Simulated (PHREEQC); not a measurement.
0.85 g of hydrous ferric oxide (600 m²/g; 0.2 weak and 0.005 strong sites per Fe, Dzombak-Morel constants, diffuse double layer) in 1 kg of water with 0.01 mol/kgw of an inert sodium salt and 0.0058 mmol/kgw Na2HAsO4, 0.018 mmol/kgw Na2SeO4 and 4.3 mmol/kgw CaCl2, at 25 °C; the pH is set by adding NaOH or the inert anion's acid. O2 is buffered at 0.21 atm. No CO2 enters from the air. No solid was allowed to form.

The series has 17 steps of pH, from 3 to 9.

Equilibrium calculation in PHREEQC: ion-association model, wateq4f.dat.

### Question
Near which pH is half of the Se sorbed, and on which side is more sorbed?

### Answer
Near pH 6.8, with more sorbed at lower pH.

Complexes and solids missing from the database can't appear. The database has no arsenate complexes of Ca. The oxide is taken as insoluble; below pH 4 it would dissolve.
